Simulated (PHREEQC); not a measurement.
Dissolve 0.0018 mol/kgw CuCl2, 0.00012 mol/kgw HNO3 and 5.9e-05 mol/kgw H3BO3 at 36 °C. Closed to the air; pH follows from the charge balance.

The numbers come from PHREEQC with the ion-association model, phreeqc.dat.

No solid was allowed to form.

Question: Predict the pH, specific conductance.

Answer: pH 3.95; specific conductance 607 µS/cm.

Question: In which forms is Cu present?

Answer: Cu+2 99 %, CuCl+ 1.2 % of the Cu.

Complexes and solids missing from the database can't appear. Constants without temperature data keep their 25 °C values here.
